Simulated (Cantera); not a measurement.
Input (Python, Cantera):

```python
import numpy as np
import cantera as ct

gas = ct.Solution("gri30.yaml")
gas.TPX = 425, 101325, {'C2H4': 1, 'O2': 2, 'N2': 9, 'CO2': 0.55}
flame = ct.FreeFlame(gas, width=0.04)
flame.set_refine_criteria(ratio=3, slope=0.08, curve=0.16)
flame.transport_model = "mixture-averaged"
flame.solve(loglevel=0, auto=True)
z, T = flame.grid, flame.T
thick = (T[-1] - T[0]) / np.gradient(T, z).max()
show = ['C2H4', 'O2', 'CO2', 'CH4', 'C2H', 'HCN']
print(f"laminar burning velocity  {flame.velocity[0] * 100:.3f} cm/s")
print(f"burnt temperature         {T[-1]:.1f} K")
print(f"thermal thickness         {thick * 1e3:.4f} mm")
print(f"grid points               {len(z)}")
z0 = z[flame.heat_release_rate.argmax()]
print(f"{'z/mm':>9s}{'T/K':>9s}{'u/(m/s)':>9s}" + "".join(f"{s:>11s}" for s in show))
rows = []
for k in (-3, -2, -1.5, -1, -0.5, -0.25, 0, 0.25, 0.5, 1, 2, 4, 8):
    zz = z0 + k * thick
    rows.append([k * thick, np.interp(zz, z, T), np.interp(zz, z, flame.velocity),
                 *(np.interp(zz, z, flame.X[gas.species_index(s)]) for s in show)])
    print(f"{rows[-1][0] * 1e3:9.3f}{rows[-1][1]:9.1f}{rows[-1][2]:9.3f}" + "".join(f"{x:11.3e}" for x in rows[-1][3:]))
```

Output:

```
laminar burning velocity  73.359 cm/s
burnt temperature         1995.5 K
thermal thickness         0.3467 mm
grid points               142
     z/mm      T/K  u/(m/s)       C2H4         O2        CO2        CH4        C2H        HCN
   -1.040    425.1    0.734  7.960e-02  1.592e-01  4.378e-02  2.506e-07  1.584e-27  3.594e-11
   -0.693    426.0    0.737  7.944e-02  1.588e-01  4.370e-02  2.840e-06  2.708e-24  6.721e-10
   -0.520    429.5    0.745  7.918e-02  1.582e-01  4.359e-02  1.260e-05  2.683e-22  4.056e-09
   -0.347    459.1    0.802  7.806e-02  1.551e-01  4.336e-02  8.850e-05  8.261e-19  4.905e-08
   -0.173    730.4    1.302  6.669e-02  1.313e-01  4.388e-02  7.822e-04  5.874e-12  8.995e-07
   -0.087   1086.9    1.973  4.629e-02  9.735e-02  4.653e-02  1.771e-03  9.749e-09  2.855e-06
    0.000   1446.9    2.678  2.127e-02  5.877e-02  5.126e-02  2.286e-03  5.317e-07  7.074e-06
    0.087   1688.0    3.163  5.737e-03  3.092e-02  5.642e-02  1.584e-03  3.211e-06  1.468e-05
    0.173   1822.7    3.431  9.042e-04  1.487e-02  6.116e-02  6.962e-04  4.940e-06  2.321e-05
    0.347   1914.1    3.603  9.416e-06  3.240e-03  6.835e-02  7.970e-05  1.563e-06  2.726e-05
    0.693   1940.4    3.644  8.174e-09  4.429e-04  7.408e-02  1.681e-06  5.722e-08  1.698e-05
    1.387   1954.0    3.664  4.571e-11  2.187e-04  7.559e-02  1.088e-08  3.706e-10  6.597e-06
    2.774   1968.2    3.688  1.456e-13  1.247e-04  7.548e-02  3.933e-11  9.916e-13  1.897e-06
```

Cantera simulation using GRI-Mech 3.0 (53 species, 325 reactions); the numbers are that mechanism's predictions, not measurements. GRI-Mech 3.0 was tuned for natural gas; its chemistry of ethylene as a main component is partial and can be far from experiment. Burning velocities carry a grid error of a few per cent, more on coarse grids.
